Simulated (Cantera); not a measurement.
An adiabatic, constant-pressure homogeneous reactor starts with CH₄ : O₂ : N₂ = 1 : 1.82 : 6.55 (molar parts), equivalence ratio 1.1, at 1350 K and 1100000 Pa.

Cantera simulation using GRI-Mech 3.0 (53 species, 325 reactions); the numbers are that mechanism's predictions, not measurements.

Q: Predict: time of steepest temperature rise; temperature at 3.00 s; equilibrium temperature; x(O₂) at 3.00 s; x(CO) at 3.00 s; x(HCO) at 3.00 s.

A: 
| Item | Result |
|---|---|
| time of steepest temperature rise | 0.780 ms |
| temperature at 3.00 s | 2868 K |
| equilibrium temperature | 2868 K |
| x(O₂) at 3.00 s | 0.00664 (gas-phase equilibrium 0.00664) |
| x(CO) at 3.00 s | 0.0439 (gas-phase equilibrium 0.0439) |
| x(HCO) at 3.00 s | 1.83e-7 (gas-phase equilibrium 1.83e-7) |
